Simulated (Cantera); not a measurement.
What does this Cantera script print?

```python
import numpy as np
import cantera as ct

gas_names = """
    B BCL BCL2 BCL3 BH BH2 BH3 BO BOCL BO2 B2 B2O B2O2 B2O3 B3O3CL3 B3O3H3 CL CLO CL2 H HBO HBO2 HCL
    HOCL HO2 H2 H2O H2O2 H3B3O6 O OH O2 O3
""".split()
cond_names = """
    B(b) B(L) B2O3(L) B3O3H3(cr) H2O(s) H2O(L)
""".split()


# ... load() reads the species with a 1 bar reference pressure and builds the phases ...
atoms = {
    'B': {'B': 1},
    'HCl': {'H': 1, 'CL': 1},
    'H2': {'H': 2},
    'H2O': {'H': 2, 'O': 1},
}
top_T = {}  # K; cautious upper limits of use, not melting points


# ... equilibrate(T, P, feed) seeds the gas with the atoms and calls Mixture.equilibrate('TP', solver="vcs", rtol=1e-11, max_steps=5000) ...
results = []
P = 1333.22  # Pa
for T in [1248, 1298, 1348, 1398, 1448, 1498, 1548, 1598, 1648]:
    for m in [0.088, 0.12, 0.17, 0.23, 0.32, 0.45, 0.62, 0.85, 1.2]:
        feed = {'B': 1, 'HCl': m, 'H2': 4.4, 'H2O': 0.036}  # mol
        mix = equilibrate(T, P, feed)
        results.append((T, P, feed, dict(zip(mix.species_names, mix.species_moles))))

for T, P, feed, n in results:
    print(f"{T:7g} {feed['HCl']:10.4g}  " + (" + ".join(c for c in cond_names if n.get(c, 0) > 1e-12) or "gas only"))
```

It prints:

```
   1248      0.088  B(b) + B2O3(L)
   1248       0.12  B(b) + B2O3(L)
   1248       0.17  B(b) + B2O3(L)
   1248       0.23  B(b) + B2O3(L)
   1248       0.32  B(b) + B2O3(L)
   1248       0.45  B(b) + B2O3(L)
   1248       0.62  B(b) + B2O3(L)
   1248       0.85  B(b)
   1248        1.2  B(b)
   1298      0.088  B(b) + B2O3(L)
   1298       0.12  B(b) + B2O3(L)
   1298       0.17  B(b) + B2O3(L)
   1298       0.23  B(b) + B2O3(L)
   1298       0.32  B(b) + B2O3(L)
   1298       0.45  B(b) + B2O3(L)
   1298       0.62  B(b)
   1298       0.85  B(b)
   1298        1.2  B(b)
   1348      0.088  B(b)
   1348       0.12  B(b)
   1348       0.17  B(b)
   1348       0.23  B(b)
   1348       0.32  B(b)
   1348       0.45  B(b)
   1348       0.62  B(b)
   1348       0.85  B(b)
   1348        1.2  B(b)
   1398      0.088  B(b)
   1398       0.12  B(b)
   1398       0.17  B(b)
   1398       0.23  B(b)
   1398       0.32  B(b)
   1398       0.45  B(b)
   1398       0.62  B(b)
   1398       0.85  B(b)
   1398        1.2  B(b)
   1448      0.088  B(b)
   1448       0.12  B(b)
   1448       0.17  B(b)
   1448       0.23  B(b)
   1448       0.32  B(b)
   1448       0.45  B(b)
   1448       0.62  B(b)
   1448       0.85  B(b)
   1448        1.2  B(b)
   1498      0.088  B(b)
   1498       0.12  B(b)
   1498       0.17  B(b)
   1498       0.23  B(b)
   1498       0.32  B(b)
   1498       0.45  B(b)
   1498       0.62  B(b)
   1498       0.85  B(b)
   1498        1.2  B(b)
   1548      0.088  B(b)
   1548       0.12  B(b)
   1548       0.17  B(b)
   1548       0.23  B(b)
   1548       0.32  B(b)
   1548       0.45  B(b)
   1548       0.62  B(b)
   1548       0.85  B(b)
   1548        1.2  B(b)
   1598      0.088  B(b)
   1598       0.12  B(b)
   1598       0.17  B(b)
   1598       0.23  B(b)
   1598       0.32  B(b)
   1598       0.45  B(b)
   1598       0.62  B(b)
   1598       0.85  B(b)
   1598        1.2  B(b)
   1648      0.088  B(b)
   1648       0.12  B(b)
   1648       0.17  B(b)
   1648       0.23  B(b)
   1648       0.32  B(b)
   1648       0.45  B(b)
   1648       0.62  B(b)
   1648       0.85  B(b)
   1648        1.2  B(b)
```

Cantera equilibrium calculation (NASA polynomials, part measured and part estimated; ideal gas, pure solids and liquids). Mutual solubility and eutectic melting of coexisting phases are not modelled. The tables' values for BCl2 are old estimates. Gases not in the tables: H3BO3.
